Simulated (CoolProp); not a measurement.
R410A at 293.15 K and 1.19 MPa is throttled through a valve to 0.494 MPa with no heat exchange. Each further row changes one setting.

Values from CoolProp's reference Helmholtz-energy equation of state, Lemmon 2003. It is a pseudo-pure fit of the blend.

| case | temperature change (K) | final density (kg/m³) |
|---|---|---|
| as stated | -17.0 | 17.2 |
| outlet pressure 0.148 MPa | -27.0 | 5.00 |
| outlet pressure 0.642 MPa | -13.1 | 22.6 |
